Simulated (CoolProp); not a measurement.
n-perfluorohexane along the isobar 0.616 MPa: fugacity coefficient from the reference equation and from simpler models built on Tc = 448.0 K, pc = 1.742 MPa, ω = 0.497; each cubic takes its own stable root.

Computed with CoolProp (reference Helmholtz-energy equation of state, Gao 2022).

```json
[
 {"T (K)": "212", "phase": "liquid", "reference": "0.0001456"},
 {"T (K)": "230.3", "phase": "liquid", "reference": "0.0008035"},
 {"T (K)": "248.6", "phase": "liquid", "reference": "0.003250"},
 {"T (K)": "266.9", "phase": "liquid", "reference": "0.01033"},
 {"T (K)": "285.3", "phase": "liquid", "reference": "0.02725"},
 {"T (K)": "303.6", "phase": "liquid", "reference": "0.06135"},
 {"T (K)": "321.9", "phase": "liquid", "reference": "0.1219"},
 {"T (K)": "340.2", "phase": "liquid", "reference": "0.2187"},
 {"T (K)": "358.5", "phase": "liquid", "reference": "0.3599"},
 {"T (K)": "376.8", "phase": "liquid", "reference": "0.5507"},
 {"T (K)": "395.1", "phase": "liquid", "reference": "0.7913"},
 {"T (K)": "413.4", "phase": "gas", "reference": "0.8370"},
 {"T (K)": "431.7", "phase": "gas", "reference": "0.8606"},
 {"T (K)": "450", "phase": "gas", "reference": "0.8800"}
]
```

Q: How far does each simpler model (van der Waals, Redlich-Kwong) lie from the reference over these 14 states: mean and median of the absolute difference, and the worst?

A: 
- van der Waals: mean 4374.5 %, median 296.0 %, worst +39577.2 % at 212 K and 0.616 MPa
- Redlich-Kwong: mean 366.2 %, median 117.4 %, worst +2025.0 % at 212 K and 0.616 MPa

At some of these states van der Waals, Redlich-Kwong gives the other phase, because its saturation line lies elsewhere.
